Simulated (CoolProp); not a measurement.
A closed Brayton cycle with carbon dioxide: compressor inlet 323.15 K and 9.7 MPa, high pressure 20.6 MPa, turbine inlet 920 K, compressor efficiency 0.8, turbine efficiency 0.85, recuperator effectiveness 0.9 (on enthalpy, no pinch check). Each further row changes one setting.

Values from CoolProp's reference Helmholtz-energy equation of state, Span 1996.

| case | thermal efficiency (%) | net work (kJ/kg) | compressor to turbine work | compressor exit (K) | turbine exit (K) |
|---|---|---|---|---|---|
| as stated | 31.1 | 75.9 | 0.29 | 374.1 | 827.5 |
| turbine inlet 870 K | 29.9 | 69.6 | 0.31 | 374.1 | 780.7 |
| compressor inlet 333.15 K | 30.3 | 68.4 | 0.36 | 394.9 | 827.5 |
| high pressure 17.5 MPa | 28.4 | 61.5 | 0.28 | 362.9 | 847.1 |
| recuperator effectiveness 0.5 | 16.5 | 75.9 | 0.29 | 374.1 | 827.5 |
